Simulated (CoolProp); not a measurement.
Computed with CoolProp (reference Helmholtz-energy equation of state, Thol 2016).

### Question
For hexamethyldisiloxane (MM), give the phase and the speed of sound (m/s), Joule-Thomson coefficient (K/MPa), isothermal compressibility (1/MPa), expansivity (1/kK) at 65.25 °C and 0.44 bar; 65.25 °C and 29 bar.

### Answer
- 65.25 °C and 0.44 bar: liquid; speed of sound 736, Joule-Thomson coefficient -0.326, isothermal compressibility 0.00316, expansivity 1.57
- 65.25 °C and 29 bar: liquid; speed of sound 768, Joule-Thomson coefficient -0.346, isothermal compressibility 0.00286, expansivity 1.48
